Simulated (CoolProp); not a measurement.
Properties of n-undecane along the isotherm 620 K (Tc = 638.8 K, pc = 1.990 MPa, ω = 0.539).

The numbers come from the reference Helmholtz-energy equation of state, Aleksandrov 2011 in CoolProp. It is a short technical equation, of lower accuracy than the large ones.

| p (MPa) | phase | density (kg/m³) | cv (kJ/(kg K)) | speed of sound (m/s) | Joule-Thomson coefficient (K/MPa) | expansivity (1/kK) |
|---|---|---|---|---|---|---|
| 0.452 | gas | 15.32 | 2.885 | 164.5 | 10.70 | 2.400 |
| 0.905 | gas | 35.64 | 2.924 | 140.8 | 13.63 | 4.054 |
| 1.36 | gas | 68.91 | 2.991 | 105.7 | 21.21 | 10.04 |
| 1.81 | liquid | 401.9 | 2.996 | 184.5 | 2.420 | 7.850 |
| 2.26 | liquid | 416.2 | 2.986 | 219.0 | 1.643 | 5.772 |
| 2.71 | liquid | 426.6 | 2.980 | 245.6 | 1.246 | 4.757 |
| 3.17 | liquid | 435.1 | 2.975 | 268.3 | 0.9920 | 4.120 |
| 3.62 | liquid | 442.1 | 2.972 | 287.7 | 0.8191 | 3.689 |
| 4.07 | liquid | 448.2 | 2.969 | 305.1 | 0.6900 | 3.369 |
| 4.52 | liquid | 453.6 | 2.966 | 320.9 | 0.5892 | 3.119 |
| 4.98 | liquid | 458.6 | 2.964 | 335.8 | 0.5063 | 2.913 |
